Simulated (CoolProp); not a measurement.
Vapour-liquid equilibrium of propane (1) + R236FA (2) at -18.95 °C; x and y are mole fractions of (1).

Computed with CoolProp (multi-fluid Helmholtz-energy mixture model, Lemmon 2009 and Pan 2012; pair parameters Bell 2016).

| x | bubble pressure (kPa) | y at the bubble point | dew pressure at overall composition x (kPa) | liquid density (mol/L) |
|---|---|---|---|---|
| 0.05 | 97.70 | 0.540 | 48.47 | 9.938 |
| 0.15 | 169.0 | 0.748 | 54.07 | 10.10 |
| 0.25 | 207.9 | 0.805 | 61.11 | 10.27 |
| 0.35 | 226.7 | 0.828 | 70.22 | 10.46 |
| 0.45 | 235.1 | 0.838 | 82.47 | 10.67 |
| 0.55 | 239.4 | 0.845 | 99.80 | 10.91 |
| 0.65 | [?] | 0.852 | 126.1 | 11.18 |
| 0.75 | 247.3 | [?] | 170.1 | 11.50 |
| 0.85 | 252.3 | 0.892 | 242.1 | [?] |
| 0.95 | 255.2 | 0.950 | 255.2 | 12.30 |

Question: What belongs in the gaps?

Answer: 
- 0.65, bubble pressure (kPa): 242.9
- 0.75, y at the bubble point: 0.865
- 0.85, liquid density (mol/L): 11.87

y crosses x between x = 0.85 and 0.95: the model has an azeotrope there.

Pair parameters are fitted to limited data, so mixtures are less certain than the pure fluids. With so large a gap from Raoult's law the liquid may split in two, which this calculation doesn't test in full.
